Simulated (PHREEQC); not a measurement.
A solution holds 0.043 mol/kgw HF and 0.0003 mol/kgw (CH3)4NF, at 25 °C. Closed to the air; pH follows from the charge balance.

Model: ion-association model, phreeqc.dat, run in PHREEQC.

Each row changes one thing in this solution. This is a speciation only: nothing precipitates in the calculation.

```
case                                            pH  ionic strength (mol/kgw)  HF2- (mol/kgw)
--------------------------------------------  ----  ------------------------  --------------
as made                                       2.29                   0.00587        0.000725
(CH3)4NF replaced by KF at the same molality  2.29                   0.00587        0.000725
(CH3)4NF from 0.0003 to 0.00027 mol/kgw       2.29                   0.00585        0.000722
HF from 0.043 to 0.0473 mol/kgw               2.26                   0.00621        0.000837
(CH3)4NF from 0.0003 to 0.00033 mol/kgw       2.29                   0.00589        0.000727
```

Species that the database lacks are ignored. (CH3)4N+ isn't in the database: it is added as a free cation with an ion size of 4 Å.
